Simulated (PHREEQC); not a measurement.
A solution holds 0.038 mol HNO3, 0.091 mol ZnSO4 and 0.00065 mol MnSO4 per kg of water, at 25 °C. Closed to the air; pH follows from the charge balance.

Computed with PHREEQC (ion-association model, wateq4f.dat).

Precipitation was switched off in this run.

### Question
Order these Zn species by the share of Zn that they hold, largest first: ZnSO4, Zn+2, Zn(SO4)2-2.

### Answer
Zn+2 (58 %), ZnSO4 (34 %), Zn(SO4)2-2 (7.8 %)

The pH is 1.79 and the ionic strength 0.217 mol/kgw. Complexes and solids missing from the database can't appear.
